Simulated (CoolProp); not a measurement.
Saturation properties of dimethyl carbonate (Tc = 283.9 °C, pc = 4.909 MPa, ω = 0.346).

The numbers come from the reference Helmholtz-energy equation of state, Zhou 2011 in CoolProp.

| T (°C) | p (MPa) | liquid density (kg/m³) | liquid cp (kJ/(kg K)) | vapour Z | surface tension (mN/m) |
|---|---|---|---|---|---|
| 90.55 | 0.1028 | … | … | … | 18.9 |
| 100.25 | 0.1385 | 959.4 | 1.984 | 0.9635 | 17.6 |
| 109.95 | 0.1835 | 945.1 | 2.010 | 0.9552 | … |
| 119.75 | 0.2397 | 930.4 | 2.038 | … | 15.1 |
| 129.45 | 0.3077 | 915.6 | 2.067 | 0.9349 | … |
| 139.25 | 0.3906 | 900.2 | 2.098 | 0.9226 | 12.7 |
| 148.95 | 0.4886 | 884.6 | 2.130 | 0.9091 | 11.5 |
| 158.75 | 0.6056 | 868.4 | 2.164 | 0.8938 | 10.3 |
| 168.45 | 0.7413 | 851.9 | 2.200 | 0.8771 | 9.25 |
| 178.25 | 0.9006 | 834.6 | 2.240 | … | 8.18 |
| 187.95 | 1.083 | 816.7 | … | 0.8380 | 7.15 |
| 197.75 | 1.294 | 797.9 | 2.336 | 0.8151 | 6.16 |

Q: What belongs in the gaps?

A: 
- 90.55, liquid density (kg/m³): 973.4
- 90.55, liquid cp (kJ/(kg K)): 1.959
- 90.55, vapour Z: 0.9707
- 109.95, surface tension (mN/m): 16.4
- 119.75, vapour Z: 0.9456
- 129.45, surface tension (mN/m): 13.9
- 178.25, vapour Z: 0.8584
- 187.95, liquid cp (kJ/(kg K)): 2.284

It boils at 90.1 °C under 1 atm.

Surface tension comes from a separate correlation (Mulero 2014).
